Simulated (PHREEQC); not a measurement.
Make-up at 20 °C: 0.02 mol HF, 0.0022 mol NaF and 0.014 mol H2SO4 per kg of water. Closed to the air; pH follows from the charge balance.

All values are PHREEQC results (ion-association model, phreeqc.dat), not measurements.

Problem. The ionic strength comes out as 0.0293 mol/kgw. What activity coefficients do NaSO4-, Na+, F-, HF2-, SO4-2 get?

Solution. NaSO4- 0.86, Na+ 0.86, F- 0.85, HF2- 0.85, SO4-2 0.53.

No solid was allowed to form. Complexes and solids missing from the database can't appear.
